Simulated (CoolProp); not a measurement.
500 sccm (0 °C, 1 atm) of nitrogen bubbles through liquid ethanol at 300 K and leaves saturated at a total pressure of 0.126 MPa (ideal gas phase). Each further row changes one setting.

Computed with CoolProp (reference Helmholtz-energy equation of state, Schroeder 2014).

```csv
case,vapour pressure (kPa),mole fraction of vapour,delivery (mg/min),delivery (sccm),change of delivery for a bath 1 K warmer (%)
as stated,8.77,0.0696,76.9,[?],6.3
bath temperature 305 K,11.6,[?],104,50.7,6.2
total pressure 0.252 MPa,8.77,[?],37.0,18.0,6.1
```

Question: Fill in the missing entries.

Answer: 
- as stated, delivery (sccm): 37.4
- bath temperature 305 K, mole fraction of vapour: 0.0920
- total pressure 0.252 MPa, mole fraction of vapour: 0.0348
